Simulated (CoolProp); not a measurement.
The fluid at 404.01 K and 0.0342 MPa flows at 2.1 m/s in a round tube of 25 mm bore and 0.25 µm roughness, fully developed (64/Re and Nu = 3.66 if laminar; Colebrook and Gnielinski if turbulent). The same conditions are run with several fluids, on thermodynamics alone (safety and materials aside).

The numbers come from the reference Helmholtz-energy equation of state of each fluid (m-xylene: Zhou 2012; C3F8 (R218): Lemmon 2006; c-C4F8 (RC318): Platzer 1990) in CoolProp. The equations of Platzer and Polt are older, rougher fits.

```json
[
 {"fluid": "m-xylene", "Reynolds number": "6630", "Darcy friction factor": "___", "pressure drop (Pa/m)": "3.34", "heat-transfer coefficient (W/(m² K))": "15.7", "mass flow (kg/h)": "4.07"},
 {"fluid": "C3F8 (R218)", "Reynolds number": "6020", "Darcy friction factor": "0.0355", "pressure drop (Pa/m)": "6.00", "heat-transfer coefficient (W/(m² K))": "16.6", "mass flow (kg/h)": "___"},
 {"fluid": "c-C4F8 (RC318)", "Reynolds number": "6880", "Darcy friction factor": "0.0342", "pressure drop (Pa/m)": "6.16", "heat-transfer coefficient (W/(m² K))": "___", "mass flow (kg/h)": "___"}
]
```

**Question.** Some entries are withheld; supply them.

**Answer.** 
- m-xylene, Darcy friction factor: 0.0345
- C3F8 (R218), mass flow (kg/h): 7.12
- c-C4F8 (RC318), heat-transfer coefficient (W/(m² K)): 17.1
- c-C4F8 (RC318), mass flow (kg/h): 7.58

Transport values come from each fluid's own correlations; those of C3F8 (R218), c-C4F8 (RC318) are estimates that may be off by 10 % or more.
